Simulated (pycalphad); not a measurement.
Computed with pycalphad from the COST 507 light-alloy database (1999), at 1 atm. The database dates from 1999; later assessments differ in places, in temperatures and in the compounds included. Phase fractions are per mole of atoms.

Problem. Give the equilibrium state of Ti-0.31Hf-2.39B (at.%) at 1575 K.

Solution. 
```
T = 1575.00 K, P = 101325 Pa, N = 1 mol of atoms
G = -91321 J/mol, H = 38673 J/mol, S = 82.54 J/(mol K)  (SER reference)
chemical potentials (J/mol): Ti -88470, Hf -188219, B -194850
phase             fraction      x(Ti)      x(Hf)       x(B)
BCC_A2              0.9558     0.9949     0.0032     0.0019
BM                  0.0442     0.4997   0.000262     0.5000
```

Problem. Give the equilibrium state of Ti-0.31Hf-2.39B (at.%) at 1125 K.

Solution. hcp, fraction 0.955, with 0.32 Hf, 0.15 B at.%; BM, fraction 0.045, with 0.02 Hf, 50.0 B at.%.

Database names, with the compositions (at.%) that they take in these runs: BM: Ti 50 B 50. BCC_A2 is bcc.
